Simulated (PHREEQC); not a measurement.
## Acid rinse or clean

Solution (25 °C): 0.17 mol/kgw HBr, 0.00028 mol/kgw NiCl2 and 0.0052 mol/kgw CuCl2. Closed to the air; pH follows from the charge balance.

Model: ion-association model, wateq4f.dat, run in PHREEQC.

Each row changes one thing in this solution. Precipitation was switched off in this run.

```tsv
case	pH	CuCl+ (mol/kgw)	CuCl2 (mol/kgw)	CuOH+ (mol/kgw)	SI of Tenorite (CuO)	SI of Cu(OH)2 (Cu(OH)2)
as made	0.87	5.01e-5	1.46e-7	1.74e-10	-8.65	-9.68
diluted 10-fold with water	1.82	9.21e-7	4.10e-10	(withheld)	-7.49	-8.51
HBr left out	4.91	9.21e-5	4.14e-7	2.94e-6	-0.29	-1.31
HBr from 0.17 to 0.017 mol/kgw	1.83	7.96e-5	3.25e-7	2.19e-9	-6.52	-7.55
NiCl2 left out	0.87	(withheld)	1.32e-7	1.74e-10	-8.65	-9.68
```

Question: Complete the blanks.

Answer: 
- diluted 10-fold with water, CuOH+ (mol/kgw): 2.36e-10
- NiCl2 left out, CuCl+ (mol/kgw): 4.76e-5

Some of these states are supersaturated (in Atacamite, for instance).
